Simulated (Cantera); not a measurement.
Charge: 1 mol N2O, 0.17 mol O2, 6.7 mol H2, held at 500 °C and 1.33 mbar.

These are equilibrium values from Cantera (NASA tables, ideal gas, pure condensed phases), not measurements of a reactor. Candidate condensed phases: H2O; 24 gas species. The numbers say what is thermodynamically allowed, not how fast it happens.

Base state: H2 0.696, H2O 0.174, N2 0.130 (mole fractions); condensed: gas only.

Q: What changes in the equilibrium state with this change: N2O replaced by SO2?

A: 
```csv
species,before,after
H2,0.696,0.502
H2O,0.174,0.349
H2S,0,0.149
N2,0.130,0
```
Further candidate phases: H2SO4, S.
